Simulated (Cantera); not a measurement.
Charge: 1 mol S, 0.45 mol O2, 0.089 mol H2, held at 3573 K and 1.00 bar.

Cantera equilibrium calculation (NASA polynomials, part measured and part estimated; ideal gas, pure solids and liquids). Candidate condensed phases: H2O, H2SO4, S; 19 gas species. Rates play no part.

Base state: SO 0.382, S 0.228, SO2 0.115, O 0.0775, H 0.0768, S2 0.0486, OH 0.0213, O2 0.0172 (mole fractions); condensed: gas only.

### Question
What changes in the equilibrium state with this change: temperature from 3573 K to 2875 K?

### Answer
| species | before | after |
|---|---|---|
| SO | 0.382 | 0.318 |
| SO2 | 0.115 | 0.300 |
| S2 | 0.0486 | 0.179 |
| S | 0.228 | 0.0731 |
| O | 0.0775 | 0.00253 |
| O2 | 0.0172 | 0.00122 |
| H2O | 0.00709 | 0.0391 |
| H | 0.0768 | 0.0190 |
| OH | 0.0213 | 0.00691 |
| H2 | 0.0122 | 0.0324 |
| SH | 0.0121 | 0.0209 |
| H2S | 0.000146 | 0.00155 |
| S2O | 0.00138 | 0.00630 |
| SO3 | 7.59e-6 | 1.09e-5 |
